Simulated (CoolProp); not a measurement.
Vapour-liquid equilibrium of R22 (1) + R142b (2) at 334.3 K; x and y are mole fractions of (1).

The numbers come from the multi-fluid Helmholtz-energy mixture model, Kamei 1995 and Lemmon 2006; pair parameters Bell 2016 in CoolProp.

```json
[
 {"x": "0.05", "bubble pressure (MPa)": "0.9674", "y at the bubble point": "0.101", "dew pressure at overall composition x (MPa)": "0.9324", "liquid density (mol/L)": "10.15"},
 {"x": "0.2", "bubble pressure (MPa)": "1.167", "y at the bubble point": "0.342", "dew pressure at overall composition x (MPa)": "1.041", "liquid density (mol/L)": "10.43"},
 {"x": "0.35", "bubble pressure (MPa)": "1.373", "y at the bubble point": "0.523", "dew pressure at overall composition x (MPa)": "1.175", "liquid density (mol/L)": "10.72"},
 {"x": "0.5", "bubble pressure (MPa)": "1.593", "y at the bubble point": "0.668", "dew pressure at overall composition x (MPa)": "1.344", "liquid density (mol/L)": "11.01"},
 {"x": "0.65", "bubble pressure (MPa)": "1.832", "y at the bubble point": "0.788", "dew pressure at overall composition x (MPa)": "1.562", "liquid density (mol/L)": "11.30"},
 {"x": "0.8", "bubble pressure (MPa)": "2.096", "y at the bubble point": "0.889", "dew pressure at overall composition x (MPa)": "1.860", "liquid density (mol/L)": "11.57"},
 {"x": "0.95", "bubble pressure (MPa)": "2.386", "y at the bubble point": "0.974", "dew pressure at overall composition x (MPa)": "2.295", "liquid density (mol/L)": "11.79"}
]
```

No azeotrope shows between x = 0.05 and 0.95.

Pair parameters are fitted to limited data, so mixtures are less certain than the pure fluids.
